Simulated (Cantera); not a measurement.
Premixed flame

A freely propagating, adiabatic, planar premixed flame of 14.0 % CO, 0.712 % H₂, 3.07 % CH₄, 16.5 % O₂, 65.8 % N₂, unburnt at 573 K and 9.87 atm; mixture-averaged transport, grid criteria slope 0.08 and curve 0.16, no radiation.

Cantera simulation using GRI-Mech 3.0 (53 species, 325 reactions); the numbers are that mechanism's predictions, not measurements. Burning velocities carry a grid error of a few per cent, more on coarse grids.

```
z (mm)   T (K)  u (m/s)     x CO      x H₂    x CH₄     x CH₃     x CO₂    x CH₂O
-------  -----  -------  -------  --------  -------  --------  --------  --------
-0.189     573    0.583    0.140   0.00699   0.0307     <1e-8   1.37e-6   6.48e-8
-0.126     575    0.585    0.140   0.00679   0.0307     <1e-8   1.96e-5   8.79e-7
-0.0947    582    0.592    0.139   0.00653   0.0305     <1e-8  0.000114   4.90e-6
-0.0631    621    0.631    0.138   0.00606   0.0294   4.74e-8  0.000893   3.63e-5
-0.0316    883    0.897    0.130   0.00523   0.0224   1.28e-5    0.0113  0.000382
-0.0158   1241     1.25    0.116   0.00472   0.0127  0.000184    0.0333  0.000634
0         1652     1.64   0.0910   0.00368  0.00243  0.000250    0.0724  0.000267
0.0158    1887     1.85   0.0614   0.00233  8.25e-5   1.68e-5     0.111   1.72e-5
0.0316    2016     1.95   0.0420   0.00194  1.33e-6   3.81e-7     0.134   3.67e-7
0.0631    2148     2.06   0.0251   0.00154    <1e-8     <1e-8     0.154     <1e-8
0.126     2250     2.14   0.0143  0.000932    <1e-8     <1e-8     0.167     <1e-8
0.252     2307     2.19  0.00788  0.000522    <1e-8     <1e-8     0.174     <1e-8
0.505     2331     2.21  0.00510  0.000354    <1e-8     <1e-8     0.177     <1e-8
```
x: mole fraction of selected species; z is measured from the peak of heat release.

The laminar burning velocity comes out as 58.3 cm/s. The thermal thickness is 0.0631 mm, the peak x(CH₃) is 0.000330 and the peak x(CH₂O) comes out as 0.000638. The grid points comes out as 131.
